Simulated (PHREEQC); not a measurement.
A made-up water analysis in mg/L, 25 °C, pH 6.23, pe 10: Na 1.6; K 4.73; Ca 4.76; Mg 1.39; Cl 7.54; S(6) as SO4 11.5; Alkalinity as HCO3 5.4; Zn 0.571; Ba 0.0219; Li 0.0253; Br 0.128; N(5) as NO3 0.324.

Valence states are taken as typed.

The numbers come from PHREEQC with the ion-association model, phreeqc.dat.

```yaml
ionic_strength: 0.000847 mol/kgw
charge_balance_error: 1.5 %
```

```csv
species,molality,activity,log γ
Cl-,0.000213,0.000206,-0.014
K+,0.000121,0.000117,-0.014
Ca+2,0.000117,0.000102,-0.057
SO4-2,0.000116,0.000102,-0.057
CO2,0.000114,0.000114,0.000
HCO3-,8.88e-5,8.60e-5,-0.014
Na+,6.96e-5,6.73e-5,-0.014
Mg+2,5.59e-5,4.92e-5,-0.056
```

Precipitation was switched off in this run.
